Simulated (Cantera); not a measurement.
Input: 1 mol MgO, 0.27 mol H2S, 2.7 mol H2O, held at 320000 Pa.

Method: chemical equilibrium by Gibbs-energy minimisation in Cantera with the NASA 1993 tables (ideal gas, pure condensed phases). Candidate condensed phases: H2O, H2SO4, Mg, MgO, Mg(OH)2, MgS, MgSO4, S; 26 gas species. Gases not in the tables: S3 to S7. Rates play no part.

x: gas mole fraction; n: condensed amount in mol.

```json
[
 {"T (°C)": "425", "x H2O": "0.909", "x H2S": "0.0907", "x H2": "0.000498", "x SO2": "0.000130", "n MgO(s)": "1.00"},
 {"T (°C)": "475", "x H2O": "0.908", "x H2S": "0.0904", "x H2": "0.000941", "x SO2": "0.000238", "n MgO(s)": "1.00"},
 {"T (°C)": "525", "x H2O": "0.908", "x H2S": "0.0900", "x H2": "0.00165", "x SO2": "0.000401", "n MgO(s)": "1.00"},
 {"T (°C)": "575", "x H2O": "0.907", "x H2S": "0.0894", "x H2": "…", "x SO2": "…", "n MgO(s)": "1.00"},
 {"T (°C)": "625", "x H2O": "0.906", "x H2S": "0.0885", "x H2": "0.00421", "x SO2": "0.000962", "n MgO(s)": "1.00"},
 {"T (°C)": "675", "x H2O": "0.904", "x H2S": "0.0872", "x H2": "…", "x SO2": "…", "n MgO(s)": "1.00"},
 {"T (°C)": "725", "x H2O": "0.902", "x H2S": "0.0856", "x H2": "0.00890", "x SO2": "0.00194", "n MgO(s)": "1.00"},
 {"T (°C)": "775", "x H2O": "0.899", "x H2S": "0.0835", "x H2": "0.0122", "x SO2": "0.00263", "n MgO(s)": "1.00"},
 {"T (°C)": "825", "x H2O": "0.896", "x H2S": "0.0810", "x H2": "0.0163", "x SO2": "0.00346", "n MgO(s)": "1.00"}
]
```

Task: Fill in the missing entries.

Result: 
- 575, x H2: 0.00271
- 575, x SO2: 0.000638
- 675, x H2: 0.00625
- 675, x SO2: 0.00139
